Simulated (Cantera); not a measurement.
Charge: 1 mol CO, 2.7 mol NH₃, 1.8 mol H₂, 0.17 mol CO₂, held at 1175 K and 0.00133 bar.

Equilibrium computed with Cantera from the NASA thermochemical tables; the gas is ideal and each condensed phase is pure. Candidate condensed phases: C, C₆H₆, C₇H₈, C₈H₁₈, H₂O; 136 gas species. Equilibrium is a limit: real reactors are often held back by kinetics, nucleation or transport.

Base state: H₂ 0.681, N₂ 0.161, CO 0.137, H₂O 0.0176, CO₂ 0.00276 (mole fractions); condensed: gas only.

Task: What changes in the equilibrium state with this change: temperature from 1175 K to 2325 K?

Result: 
```
species   before     after
-------  -------  --------
H₂         0.681     0.501
H        2.77e-6     0.213
N₂         0.161     0.144
CO         0.137     0.124
H₂O       0.0176    0.0159
OH         <1e-9   0.00113
O          <1e-9  0.000327
NO         <1e-9   3.21e-5
```

Task: What changes in the equilibrium state with this change: CO₂ from 0.17 to 2.8 mol?

Result: 
```tsv
species	before	after
H₂	0.681	0.367
CO	0.137	0.256
H₂O	0.0176	0.165
CO₂	0.00276	0.0897
N₂	0.161	0.123
```

Task: What changes in the equilibrium state with this change: NH₃ from 2.7 to 0.013 mol?

Result: 
| species | before | after |
|---|---|---|
| H₂ | 0.681 | 0.570 |
| CO | 0.137 | 0.371 |
| H₂O | 0.0176 | 0.0376 |
| N₂ | 0.161 | 0.00217 |
| CO₂ | 0.00276 | 0.0191 |
